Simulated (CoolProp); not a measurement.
Vapour-liquid equilibrium of n-hexane (1) + ethylbenzene (2) at 463 K; x and y are mole fractions of (1).

The numbers come from the multi-fluid Helmholtz-energy mixture model, Thol 2019 and Zhou 2012; pair parameters Bell 2016 in CoolProp.

| x | bubble pressure, mixture model (MPa) | bubble pressure, Raoult's law (MPa) | y, mixture model | y, Raoult's law |
|---|---|---|---|---|
| 0.05 | 0.4200 | 0.4126 | 0.182 | 0.186 |
| 0.2 | 0.6065 | 0.5897 | ___ | 0.520 |
| 0.35 | ___ | 0.7668 | 0.650 | 0.700 |
| 0.5 | 0.9446 | 0.9438 | 0.757 | 0.813 |
| 0.65 | 1.109 | 1.121 | 0.839 | 0.890 |
| 0.8 | 1.281 | 1.298 | ___ | 0.946 |
| 0.95 | ___ | 1.475 | 0.977 | 0.988 |

**Question.** Fill in the missing entries.

**Answer.** 
- 0.2, y, mixture model: 0.489
- 0.35, bubble pressure, mixture model (MPa): 0.7792
- 0.8, y, mixture model: 0.909
- 0.95, bubble pressure, mixture model (MPa): 1.467

The largest gap from Raoult's law is +2.8 % in bubble pressure, at x = 0.2. No azeotrope shows between x = 0.05 and 0.95.

Pair parameters are fitted to limited data, so mixtures are less certain than the pure fluids. The gap from Raoult's law changes sign with composition, which may be real or a fault of the pair parameters; it wasn't checked against measurements.
